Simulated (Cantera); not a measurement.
Equilibrium for roasting and sulfation: MgCO₃ + SO₂ + H₂O

Charge: 1 mol MgCO₃, 0.3 mol SO₂, 0.051 mol H₂O, at 1125 K and 75.0 Torr.

Method: chemical equilibrium by Gibbs-energy minimisation in Cantera with the NASA 1993 tables (ideal gas, pure condensed phases). Candidate condensed phases: C, C₆H₆, C₇H₈, C₈H₁₈, H₂O, H₂SO₄, Mg, MgCO₃, MgO, Mg(OH)₂, MgS, MgSO₄, S; 130 gas species. Kinetics and transport are ignored.

```json
{
 "x(CO₂)": "0.740",
 "x(SO₂)": "0.222",
 "x(H₂O)": "0.0377",
 "x(SO₃)": "1.49e-5",
 "x(CO)": "1.44e-5",
 "n(MgO(s))": "1.00 mol",
 "gas_amount": "1.351 mol",
 "log10 activity of S(l) (absent)": "-7.55",
 "log10 activity of C(graphite) (absent)": "-11.79",
 "log10 activity of Mg(l) (absent)": "-18.36"
}
```
